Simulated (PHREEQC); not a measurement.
**Reverse-osmosis permeate (model solution)**

Synthetic water in mg/kgw, 20 °C, pH 6.32, pe 11.5: Na 9.44; K 0.568; Ca 5.05; Mg 2.04; Cl 3.95; S(6) as SO4 9.31; Alkalinity as HCO3 34; N(5) as NO3 0.0713; Zn 0.00706; F 0.236; Cu(2) 1.66.

Valence states are taken as typed.

Computed with PHREEQC (ion-association model, wateq4f.dat).

Each row changes one thing in this solution. This is a speciation only: nothing precipitates in the calculation.

```csv
case,CO2 (mol/kgw),Cu+2 (mol/kgw),CuHCO3+ (mol/kgw),CuCO3 (mol/kgw),Cu(OH)2 (mol/kgw),CuOH+ (mol/kgw),SI of Tenorite (CuO),SI of Malachite (Cu2(OH)2CO3)
as made,0.000602,1.67e-5,3.92e-6,3.55e-6,1.31e-6,3.13e-7,-0.01,+0.60
pH from 6.32 to 5.5 at the same alkalinity,[?],2.03e-5,4.83e-6,6.63e-7,3.64e-8,5.72e-8,-1.57,-1.69
Cl from 3.95 to 11.9 mg/kgw,0.000601,1.68e-5,3.90e-6,3.53e-6,1.31e-6,3.12e-7,-0.01,[?]
pH from 6.32 to 6.62 at the same alkalinity,0.000297,1.29e-5,2.98e-6,5.39e-6,4.04e-6,4.82e-7,+0.48,+1.27
K from 0.568 to 1.7 mg/kgw,0.000602,1.67e-5,3.91e-6,3.55e-6,1.31e-6,3.13e-7,-0.01,+0.60
```

Problem. What belongs in the gaps?

Solution. 
- pH from 6.32 to 5.5 at the same alkalinity, CO2 (mol/kgw): 0.00405
- Cl from 3.95 to 11.9 mg/kgw, SI of Malachite (Cu2(OH)2CO3): +0.59

Some of these states are supersaturated (in Malachite, Brochantite, for instance). The database's constant for dissolved Cu(OH)2 is higher than later reviews accept.
